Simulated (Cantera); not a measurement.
Input: 1 mol Si, a varied amount of Cl2, 0.8 mol H2, equilibrated at 1123.15 K and 150000 Pa.

Equilibrium computed with Cantera from the NASA thermochemical tables; the gas is ideal and each condensed phase is pure. Candidate condensed phases: Si; 19 gas species. Rates play no part.

### Question
Which condensed phases are stable at each of these points (n(Cl2) (mol)): 0.5, 0.66, 0.82, 0.97, 1.1, 1.3, 1.4, 1.6, 1.8, 1.9, 2.1, 2.2?

### Answer
```csv
n(Cl2) (mol),condensed phases,Si condensed (%)
0.5,Si(s),73.2
0.66,Si(s),64.7
0.82,Si(s),56.3
0.97,Si(s),48.4
1.1,Si(s),41.5
1.3,Si(s),31.1
1.4,Si(s),25.9
1.6,Si(s),15.4
1.8,Si(s),5.0
1.9,gas only,0.0
2.1,gas only,0.0
2.2,gas only,0.0
```

From 0.5 mol Cl2 to 1.8 mol Cl2 the condensed part is Si(s). From 1.9 mol Cl2 to 2.2 mol Cl2 nothing is condensed.
